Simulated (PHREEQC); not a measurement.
Make-up at 20 °C: 0.0042 mol/kgw CaSO4 and 0.00027 mol/kgw Na2HPO4. Closed to the air; pH follows from the charge balance.

Equilibrium calculation in PHREEQC: ion-association model, phreeqc.dat.

pH: 7.94
ionic strength: 0.0140 mol/kgw
specific conductance: 747 µS/cm
total alkalinity: 0.270 meq/kg

```tsv
species	molality	activity	log γ
SO4-2	0.00342	0.00215	-0.201
Ca+2	0.00332	0.00210	-0.198
CaSO4	0.000772	0.000774	0.001
Na+	0.000534	0.000476	-0.051
HPO4-2	0.000139	8.78e-5	-0.201
CaHPO4	9.16e-5	9.19e-5	0.001
CaPO4-	1.91e-5	1.71e-5	-0.050
H2PO4-	1.89e-5	1.68e-5	-0.050
NaSO4-	5.57e-6	4.97e-6	-0.050
CaH2PO4+	9.20e-7	8.21e-7	-0.050
OH-	6.67e-7	5.91e-7	-0.053
NaHPO4-	9.12e-8	8.14e-8	-0.050
CaOH+	3.39e-8	3.01e-8	-0.051
H+	1.28e-8	1.16e-8	-0.044
PO4-3	9.04e-9	3.08e-9	-0.467
```

Precipitation was switched off in this run. The solution is supersaturated, for example in Hydroxyapatite, so a real one may precipitate; this is no full list.
